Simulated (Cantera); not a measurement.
Feed: 1 mol SiH₂Cl₂, 18 mol H₂, equilibrated at 825 °C and 1.00 bar.

Equilibrium computed with Cantera from the NASA thermochemical tables; the gas is ideal and each condensed phase is pure. Candidate condensed phases: Si; 19 gas species. The tables' values for SiCl₃ are old estimates; treat these amounts as uncertain. Rates play no part.

Base state: H₂ 0.959, HCl 0.0149, SiCl₄ 0.0121, SiHCl₃ 0.0113, SiH₂Cl₂ 0.00127, SiCl₃ 0.000633, SiCl₂ 0.000467, SiH₃Cl 3.79e-5 (mole fractions); condensed: Si(s).

Q: What changes in the equilibrium state with this change: temperature from 825 °C to 1377 °C?

A: 
```tsv
species	before	after
H₂	0.959	0.919
HCl	0.0149	0.0635
SiCl₂	0.000467	0.0156
SiCl₄	0.0121	0.000162
SiHCl₃	0.0113	0.000394
H	2.42e-8	8.71e-5
SiH₂Cl₂	0.00127	0.000164
SiH₃Cl	3.79e-5	2.05e-5
SiCl₃	0.000633	0.00107
Si(s), mol	0.497	0.652
```

Q: What changes in the equilibrium state with this change: pressure from 1.00 bar to 13.3 mbar?

A: 
```
species       before     after
----------  --------  --------
H₂             0.959     0.941
HCl           0.0149    0.0409
SiCl₄         0.0121   0.00964
SiHCl₃        0.0113   0.00322
SiH₃Cl       3.79e-5   1.37e-6
SiH₂Cl₂      0.00127  0.000129
SiCl₂       0.000467   0.00362
SiCl₃       0.000633   0.00157
Si(s), mol     0.497     0.641
```

Q: What changes in the equilibrium state with this change: temperature from 825 °C to 877 °C?

A: 
| species | before | after |
|---|---|---|
| H₂ | 0.959 | 0.955 |
| HCl | 0.0149 | 0.0204 |
| SiCl₄ | 0.0121 | 0.0109 |
| SiHCl₃ | 0.0113 | 0.0103 |
| SiCl₂ | 0.000467 | 0.000963 |
| SiCl₃ | 0.000633 | 0.000979 |
| SiH₃Cl | 3.79e-5 | 3.94e-5 |
| SiH₂Cl₂ | 0.00127 | 0.00123 |
| Si(s), mol | 0.497 | 0.523 |
